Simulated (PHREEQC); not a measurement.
# Copper plating or etch bath: speciation

Make-up at 85 °C: 0.14 mol/kgw CuCl2, 0.24 mol/kgw HNO3 and 0.041 mol/kgw FeCl3. Closed to the air; pH follows from the charge balance.

Computed with PHREEQC (ion-association model, phreeqc.dat).

| Quantity | Result |
|---|---|
| pH | 0.75 |
| ionic strength | 0.606 mol/kgw |
| activity of water | 0.984 |
| density | 0.997 g/cm³ |
| total alkalinity | -322 meq/kg |

```
species     molality  activity   log γ
----------  --------  --------  ------
Cl-            0.269     0.162  -0.219
H+             0.241     0.177  -0.133
NO3-           0.240     0.135  -0.251
CuCl+         0.0836    0.0505  -0.219
Cu+2          0.0498    0.0100  -0.697
FeCl+2        0.0347   0.00582  -0.776
CuCl2        0.00656   0.00754   0.061
Fe+3         0.00386  0.000244  -1.199
FeCl2+       0.00135  0.000866  -0.194
FeOH+2      0.000988  0.000166  -0.776
Fe2(OH)2+4   2.18e-5   9.36e-8  -2.367
CuCl3-       1.74e-5   1.05e-5  -0.219
FeCl3        1.22e-5   1.40e-5   0.061
```

Precipitation was switched off in this run. Examples of supersaturated solids here: Hematite (slow to form), Goethite (slow to form). Others may be too. At this temperature some constants are extrapolated from 25 °C, and those without enthalpy data are left unchanged.
